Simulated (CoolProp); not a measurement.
Saturated liquid density (kg/m³) of the fluoroketone C6F12O (FK-5-1-12): the reference equation beside estimates from Tc = 441.8 K, pc = 1.869 MPa, ω = 0.471. Rackett uses Z = 0.29056 − 0.08775 ω.

Computed with CoolProp (reference Helmholtz-energy equation of state, McLinden 2015).

```json
[
 {"T (K)": "244.5", "reference": "1755", "Rackett": "1945", "van der Waals": "1022", "Redlich-Kwong": "___", "Soave-Redlich-Kwong": "1590", "Peng-Robinson": "1789"},
 {"T (K)": "257.2", "reference": "1720", "Rackett": "1905", "van der Waals": "1003", "Redlich-Kwong": "1480", "Soave-Redlich-Kwong": "1564", "Peng-Robinson": "1761"},
 {"T (K)": "269.8", "reference": "___", "Rackett": "1864", "van der Waals": "983.9", "Redlich-Kwong": "1447", "Soave-Redlich-Kwong": "1536", "Peng-Robinson": "1731"},
 {"T (K)": "282.5", "reference": "1648", "Rackett": "1822", "van der Waals": "963.7", "Redlich-Kwong": "1411", "Soave-Redlich-Kwong": "1505", "Peng-Robinson": "1698"},
 {"T (K)": "295.2", "reference": "1611", "Rackett": "___", "van der Waals": "942.6", "Redlich-Kwong": "1374", "Soave-Redlich-Kwong": "1472", "Peng-Robinson": "___"},
 {"T (K)": "307.8", "reference": "1573", "Rackett": "1733", "van der Waals": "920.5", "Redlich-Kwong": "1335", "Soave-Redlich-Kwong": "1436", "Peng-Robinson": "1624"},
 {"T (K)": "320.5", "reference": "1533", "Rackett": "1686", "van der Waals": "897.0", "Redlich-Kwong": "1294", "Soave-Redlich-Kwong": "1397", "Peng-Robinson": "1581"},
 {"T (K)": "333.2", "reference": "1490", "Rackett": "1636", "van der Waals": "872.1", "Redlich-Kwong": "1249", "Soave-Redlich-Kwong": "1354", "Peng-Robinson": "1534"}
]
```

Question: What belongs in the gaps?

Answer: 
- 244.5, Redlich-Kwong: 1511
- 269.8, reference: 1685
- 295.2, Rackett: 1778
- 295.2, Peng-Robinson: 1662

Absolute difference from the reference over all 8 rows, mean and median: Rackett 10.4 and 10.5 %, van der Waals 41.6 and 41.5 %, Redlich-Kwong 14.7 and 14.5 %, Soave-Redlich-Kwong 8.9 and 8.9 %, Peng-Robinson 2.8 and 3.0 %.
